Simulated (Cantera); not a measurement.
**Reactions in the system N-O-Ta**

Cantera with NASA thermochemical tables; ideal gases at 1 bar, condensed phases pure. Values are per mole of reaction as written; species without (g) are pure solids or liquids, kept so even where they would boil at 1 bar.

N2O(g) + 2 TaO2(g) = Ta2O5 + N2(g)

```json
[
 {"T (K)": "300", "ΔH° (kJ)": "-1725.9", "ΔS° (J/K)": "-445.5", "ΔG° (kJ)": "-1592.2", "log10 K": "277.22", "condensed phases": "Ta2O5(s)"},
 {"T (K)": "1275", "ΔH° (kJ)": "-1682.2", "ΔS° (J/K)": "-383.4", "ΔG° (kJ)": "-1193.4", "log10 K": "48.89", "condensed phases": "Ta2O5(s)"},
 {"T (K)": "1475", "ΔH° (kJ)": "-1671.6", "ΔS° (J/K)": "-375.7", "ΔG° (kJ)": "-1117.5", "log10 K": "39.57", "condensed phases": "Ta2O5(s)"},
 {"T (K)": "1675", "ΔH° (kJ)": "-1660.7", "ΔS° (J/K)": "-368.7", "ΔG° (kJ)": "-1043.1", "log10 K": "32.53", "condensed phases": "Ta2O5(s)"},
 {"T (K)": "1875", "ΔH° (kJ)": "-1649.5", "ΔS° (J/K)": "-362.4", "ΔG° (kJ)": "-970.0", "log10 K": "27.02", "condensed phases": "Ta2O5(s)"},
 {"T (K)": "2075", "ΔH° (kJ)": "-1517.2", "ΔS° (J/K)": "-297.9", "ΔG° (kJ)": "-899.1", "log10 K": "22.63", "condensed phases": "Ta2O5(l)"},
 {"T (K)": "2275", "ΔH° (kJ)": "-1497.0", "ΔS° (J/K)": "-288.6", "ΔG° (kJ)": "-840.5", "log10 K": "19.30", "condensed phases": "Ta2O5(l)"},
 {"T (K)": "2475", "ΔH° (kJ)": "-1476.8", "ΔS° (J/K)": "-280.1", "ΔG° (kJ)": "-783.6", "log10 K": "16.54", "condensed phases": "Ta2O5(l)"},
 {"T (K)": "2675", "ΔH° (kJ)": "-1456.9", "ΔS° (J/K)": "-272.3", "ΔG° (kJ)": "-728.4", "log10 K": "14.22", "condensed phases": "Ta2O5(l)"}
]
```
